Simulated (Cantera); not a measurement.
A perfectly stirred reactor is fed with 9.09 % CH₄, 90.9 % H₂, at 0.000237 atm; it is held at 1900 K, and followed from long to short residence time.

Detailed kinetics in Cantera: GRI-Mech 3.0 (53 species, 325 reactions). GRI-Mech 3.0 stops at C3 and has no aromatics, soot or wall deposition, so with more carbon than oxygen in the feed, carbon stays in small species such as C2H2 where larger ones or solid carbon would form. Radical loss at walls, strong at low pressure, is not modelled.

### Question
Predict: x(CH₄) at τ = 8.90 s; x(H₂) at τ = 8.90 s; x(C₂H₄) at τ = 8.90 s; x(C₂H₆) at τ = 8.90 s; x(C₂H₂) at τ = 8.90 s; x(CH₄) at τ = 26.0 ms; x(H₂) at τ = 26.0 ms; x(C₂H₄) at τ = 26.0 ms; x(C₂H₆) at τ = 26.0 ms; x(C₂H₂) at τ = 26.0 ms.

### Answer
```
Property                  Value
----------------------  -------
x(CH₄) at τ = 8.90 s     0.0212
x(H₂) at τ = 8.90 s       0.942
x(C₂H₄) at τ = 8.90 s   9.92e-5
x(C₂H₆) at τ = 8.90 s   1.01e-6
x(C₂H₂) at τ = 8.90 s    0.0309
x(CH₄) at τ = 26.0 ms    0.0906
x(H₂) at τ = 26.0 ms      0.909
x(C₂H₄) at τ = 26.0 ms  1.48e-6
x(C₂H₆) at τ = 26.0 ms  3.79e-8
x(C₂H₂) at τ = 26.0 ms  2.31e-7
```
